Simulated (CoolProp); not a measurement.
Vapour-liquid equilibrium of R1234ze(E) (1) + R227EA (2) at 786 kPa; x and y are mole fractions of (1).

Model: multi-fluid Helmholtz-energy mixture model, Thol 2016 and Lemmon 2016; pair parameters Bell 2023, in CoolProp.

```
x      bubble temperature (K)  y at the bubble point  dew temperature at overall composition x (K)  liquid density (mol/L)
-----  ----------------------  ---------------------  --------------------------------------------  ----------------------
0.05                    317.0                  0.056                                         317.0                   7.736
0.125                   316.6                  0.137                                         316.6                   7.865
0.2                     316.2                  0.217                                         316.3                   7.998
0.275                   315.8                  0.295                                         315.9                   8.135
0.35                    315.5                  0.370                                         315.6                   8.275
0.425                   315.2                  0.445                                         315.3                   8.421
0.5                     314.9                  0.518                                         315.0                   8.571
0.575                   314.7                  0.590                                         314.7                   8.726
0.65                    314.5                  0.662                                         314.5                   8.886
0.725                   314.3                  0.733                                         314.3                   9.052
0.8                     314.2                  0.805                                         314.2                   9.225
0.875                   314.1                  0.877                                         314.1                   9.403
0.95                    314.1                  0.950                                         314.1                   9.589
```

No azeotrope shows between x = 0.05 and 0.95.

The pair parameters rest on a limited set of measurements; away from them the model extrapolates.
